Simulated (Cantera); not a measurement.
Input: 1 mol SiH₄, 0.22 mol N₂, held at 0.133 bar.

These are equilibrium values from Cantera (NASA tables, ideal gas, pure condensed phases), not measurements of a reactor. Candidate condensed phases: Si, Si₃N₄; 18 gas species. N₂ is the only nitrogen source here; it is nearly inert below about 1500 K, so the nitride shown seldom forms there in practice. Mutual solubility and eutectic melting of coexisting phases are not modelled. Gases not in the tables: Si₂H₆ and higher silanes. Rates play no part.

Question: Which condensed phases are stable at each of these points (T (K)): 950, 1025, 1100, 1175, 1250, 1325, 1400, 1475, 1550, 1625, 1700, 1775, 1850, 1925?

Answer: 
```csv
T (K),condensed phases,Si condensed (%)
950,Si(s) + Si₃N₄(s),100.0
1025,Si(s) + Si₃N₄(s),100.0
1100,Si(s) + Si₃N₄(s),100.0
1175,Si(s) + Si₃N₄(s),100.0
1250,Si(s) + Si₃N₄(s),100.0
1325,Si(s) + Si₃N₄(s),100.0
1400,Si(s) + Si₃N₄(s),100.0
1475,Si(s) + Si₃N₄(s),100.0
1550,Si(s) + Si₃N₄(s),100.0
1625,Si(s) + Si₃N₄(s),100.0
1700,Si(l) + Si₃N₄(s),100.0
1775,Si(l) + Si₃N₄(s),100.0
1850,Si(l),100.0
1925,Si(l),99.9
```

From 950 K to 1625 K the condensed part is Si(s) + Si₃N₄(s). From 1700 K to 1775 K the condensed part is Si(l) + Si₃N₄(s). From 1850 K to 1925 K the condensed part is Si(l).
